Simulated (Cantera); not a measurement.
Mixture: 9.45 % CH4, 11.3 % H2, 16.4 % O2, 61.6 % N2, 1.23 % C2H6, at 28.0 bar, adiabatic and at constant volume. Ignition delay is the time to a rise of 400 K.

Detailed kinetics in Cantera: GRI-Mech 3.0 (53 species, 325 reactions). The pressure lies above the range GRI-Mech 3.0 was tuned for (to about 10 atm).

Task: Predict: delay at 1198 K; delay at 1248 K; delay at 1298 K; delay at 1348 K; delay at 1398 K; delay at 1448 K; delay at 1498 K; apparent activation energy between 1398 and 1498 K.

Result: 
* **delay at 1198 K**: 0.163 ms
* **delay at 1248 K**: 79.0 µs
* **delay at 1298 K**: 41.5 µs
* **delay at 1348 K**: 23.7 µs
* **delay at 1398 K**: 14.7 µs
* **delay at 1448 K**: 9.78 µs
* **delay at 1498 K**: 6.84 µs
* **apparent activation energy between 1398 and 1498 K**: 130 kJ/mol
